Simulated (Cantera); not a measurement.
A closed system holds: 1 mol HBr, 0.38 mol O2, 11 mol N2, 0.065 mol H2O, equilibrated at 73.0 bar.

Equilibrium computed with Cantera from the NASA thermochemical tables; the gas is ideal and each condensed phase is pure. Candidate condensed phases: Br2, H2O; 27 gas species. The ideal-gas law is rough above about 30 bar. The numbers say what is thermodynamically allowed, not how fast it happens.

Q: At 2498 K, list the 4 most abundant gas species with their mole fractions, and the condensed phases.

A: N2 0.871, Br 0.0499, H2O 0.0324, HBr 0.0232. Condensed: gas only.
